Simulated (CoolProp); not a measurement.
R1234yf at several states: fugacity coefficient from the reference equation and from simpler models built on Tc = 94.7 °C, pc = 3.384 MPa, ω = 0.276; each cubic takes its own stable root.

Values from CoolProp's reference Helmholtz-energy equation of state, Lemmon 2022.

| T (°C) | p (MPa) | phase | reference |
|---|---|---|---|
| 19.75 | 3.55 | liquid | 0.1624 |
| 112.65 | 0.0611 | gas | 0.9946 |
| -85.75 | 3.67 | liquid | 0.001133 |
| -10.15 | 0.176 | gas | 0.9421 |
| 5.45 | 0.206 | gas | 0.9446 |
| 126.65 | 6.34 | supercritical | 0.5564 |

Q: How far does each simpler model (Redlich-Kwong, Soave-Redlich-Kwong, Peng-Robinson) lie from the reference over these 6 states: mean and median of the absolute difference, and the worst?

A: 
- Redlich-Kwong: mean 38.8 %, median 1.3 %, worst +193.6 % at -85.75 °C and 3.67 MPa
- Soave-Redlich-Kwong: mean 1.6 %, median 0.8 %, worst +4.1 % at 19.75 °C and 3.55 MPa
- Peng-Robinson: mean 1.2 %, median 0.6 %, worst +4.1 % at -85.75 °C and 3.67 MPa
